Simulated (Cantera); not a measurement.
Feed: 1 mol ZrN, 2.1 mol H₂, at 2475 °C and 0.0200 bar.

Method: chemical equilibrium by Gibbs-energy minimisation in Cantera with the NASA 1993 tables (ideal gas, pure condensed phases). Candidate condensed phases: Zr, ZrN; 11 gas species. Mutual solubility and eutectic melting of coexisting phases are not modelled. ZrN: taken at fixed stoichiometry. Condensed phases not in the tables: N, O or C dissolved in the metal. Kinetics and transport are ignored.

Base state: H₂ 0.618, H 0.378, N₂ 0.00302, Zr 0.00169 (mole fractions); condensed: Zr(l) + ZrN(s).

### Question
What changes in the equilibrium state with this change: pressure from 0.0200 bar to 0.100 bar?

### Answer
| species | before | after |
|---|---|---|
| H₂ | 0.618 | 0.806 |
| H | 0.378 | 0.193 |
| N₂ | 0.00302 | 0.000604 |
| Zr | 0.00169 | 0.000338 |
| Zr(l), mol | 0.0113 | 0.00202 |
| ZrN(s), mol | 0.984 | 0.997 |

### Question
What changes in the equilibrium state with this change: ZrN replaced by Si₃N₄?

### Answer
```
species       before    after
-----------  -------  -------
Si                 0    0.369
N₂           0.00302    0.255
H              0.378    0.197
H₂             0.618    0.168
Zr           0.00169        0
SiH                0  0.00401
Si₂                0  0.00394
Zr(l), mol    0.0113        0
ZrN(s), mol    0.984        0
```
The tables' values for SiN are old estimates; treat these amounts as uncertain. Gases not in the tables: Si₂H₆ and higher silanes. Further candidate phases: Si, Si₃N₄.
